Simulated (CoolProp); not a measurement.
Values from CoolProp's reference Helmholtz-energy equation of state, Zhou 2012.

Task: For ethylbenzene, give the phase and the Z, conductivity (mW/(m K)) at 381.4 K and 53.5 bar; 512 K and 53.5 bar; 590.3 K and 53.5 bar.

Result: 
- 381.4 K and 53.5 bar: liquid; Z 0.226, conductivity 110
- 512 K and 53.5 bar: liquid; Z 0.202, conductivity 88.0
- 590.3 K and 53.5 bar: liquid; Z 0.212, conductivity 79.3

Thermal conductivity comes from a separate model (Mylona 2014).
